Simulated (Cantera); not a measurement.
Charge: 1 mol Si2H6, 0.17 mol CO2, equilibrated at 1823.15 K and 0.435 Torr.

Cantera equilibrium calculation (NASA polynomials, part measured and part estimated; ideal gas, pure solids and liquids). Candidate condensed phases: C, C6H6, C7H8, C8H18, H2O, Si, SiC, SiO2; 123 gas species. The feed counts by its element totals alone. Mutual solubility and eutectic melting of coexisting phases are not modelled. Gases not in the tables: Si2H6 and higher silanes. Equilibrium is a limit: real reactors are often held back by kinetics, nucleation or transport.

Base state: H2 0.875, SiO 0.0894, H 0.0168, CO 0.0108, Si 0.00764, SiH 0.000184, Si2C 9.16e-5, Si2 4.94e-5 (mole fractions); condensed: Si(l) + SiC(s).

Task: What changes in the equilibrium state with this change: CO2 from 0.17 to 1.6 mol?

Result: 
```tsv
species	before	after
H2	0.875	0.473
SiO	0.0894	0.286
CO	0.0108	0.225
H	0.0168	0.0124
Si3	1.16e-5	6.96e-7
Si2	4.94e-5	7.57e-6
SiH2	3.08e-5	6.51e-6
SiH	0.000184	5.29e-5
Si	0.00764	0.00299
Si(l), mol	1.54	0
SiC(s), mol	0.133	0.190
```
